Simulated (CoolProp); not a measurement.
Methanol along the isobar 45.6 MPa: density (kg/m³) from the reference equation and from simpler models built on Tc = 240.2 °C, pc = 8.216 MPa, ω = 0.565; each cubic takes its own stable root.

Model: reference Helmholtz-energy equation of state, de Reuck 1993, in CoolProp.

| T (°C) | phase | reference |
|---|---|---|
| -77.75 | liquid | 907.7 |
| -54.65 | liquid | 887.7 |
| -31.55 | liquid | 868.2 |
| -8.45 | liquid | 849.3 |
| 14.65 | liquid | 831.0 |
| 37.75 | liquid | 813.1 |
| 60.85 | liquid | 795.1 |
| 83.85 | liquid | 776.9 |
| 106.95 | liquid | 758.0 |
| 130.05 | liquid | 738.0 |
| 153.15 | liquid | 716.6 |
| 176.25 | liquid | 693.7 |
| 199.35 | liquid | 668.8 |
| 222.45 | liquid | 641.8 |
| 245.55 | supercritical | 612.3 |
| 268.55 | supercritical | 580.2 |

**Question.** How far does each simpler model (van der Waals, Peng-Robinson) lie from the reference over these 16 states: mean and median of the absolute difference, and the worst?

**Answer.** 
- van der Waals: mean 47.9 %, median 48.7 %, worst -51.1 % at -77.75 °C and 45.6 MPa
- Peng-Robinson: mean 17.2 %, median 16.7 %, worst -21.1 % at 268.55 °C and 45.6 MPa
